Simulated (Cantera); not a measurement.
An isothermal, constant-pressure homogeneous reactor starts with C2H4 : H2 = 1 : 9.5 (molar parts), at 1700 K and 410 Pa. Integrator tolerance rtol = 1e-08.

Detailed kinetics in Cantera: GRI-Mech 3.0 (53 species, 325 reactions). GRI-Mech 3.0 was tuned for natural gas; its chemistry of ethylene as a main component is partial and can be far from experiment. GRI-Mech 3.0 stops at C3 and has no aromatics, soot or wall deposition, so with more carbon than oxygen in the feed, carbon stays in small species such as C2H2 where larger ones or solid carbon would form. Radical loss at walls, strong at low pressure, is not modelled.

### Question
What does this change do: temperature 1700 to 1225 K?

### Answer
```json
[
 {"quantity": "x(C2H4) at 4.00 s", "before": "1.61e-5 (gas-phase equilibrium 1.57e-5)", "after": "0.0937 (gas-phase equilibrium 0.00218)"},
 {"quantity": "x(H2) at 4.00 s", "before": "0.911 (gas-phase equilibrium 0.911)", "after": "0.905 (gas-phase equilibrium 0.895)"},
 {"quantity": "x(C2H2) at 4.00 s", "before": "0.0869 (gas-phase equilibrium 0.0868)", "after": "0.00137 (gas-phase equilibrium 0.0725)"},
 {"quantity": "x(H) at 4.00 s", "before": "0.00198 (gas-phase equilibrium 0.00221)", "after": "1.13e-6 (gas-phase equilibrium 4.64e-6)"},
 {"quantity": "x(CH2) at 4.00 s", "before": "1.01e-9 (gas-phase equilibrium 1.64e-8)", "after": "<1e-12 (gas-phase equilibrium 8.22e-12)"},
 {"quantity": "x(CH4) at 4.00 s", "before": "9.85e-6 (gas-phase equilibrium 0.000133)", "after": "1.79e-6 (gas-phase equilibrium 0.0301)"},
 {"quantity": "x(C2H6) at 4.00 s", "before": "4.74e-11 (gas-phase equilibrium 1.32e-10)", "after": "4.88e-6 (gas-phase equilibrium 9.07e-7)"}
]
```
